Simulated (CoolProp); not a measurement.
n-pentane along the isotherm 276.2 K: Z from the reference equation and from simpler models built on Tc = 469.7 K, pc = 3.368 MPa, ω = 0.251; each cubic takes its own stable root.

Computed with CoolProp (reference Helmholtz-energy equation of state, Thol 2019).

```tsv
p (MPa)	phase	reference	van der Waals	Redlich-Kwong	Soave-Redlich-Kwong	Peng-Robinson
0.0532	liquid	0.002601	0.9838	0.9764	0.002851	0.002527
0.109	liquid	0.005328	0.9663	0.006008	0.005841	0.005177
0.225	liquid	0.01100	0.9277	0.01240	0.01205	0.01068
0.461	liquid	0.02252	0.03741	0.02538	0.02468	0.02188
0.947	liquid	0.04623	0.07659	0.05205	0.05064	0.04490
1.94	liquid	0.09454	0.1559	0.1063	0.1035	0.09181
3.99	liquid	0.1938	0.3168	0.2172	0.2118	0.1881
8.2	liquid	0.3958	0.6382	0.4413	0.4315	0.3837
16.8	liquid	0.8012	1.270	0.8867	0.8708	0.7759
```

At some of these states van der Waals, Redlich-Kwong gives the other phase, because its saturation line lies elsewhere.
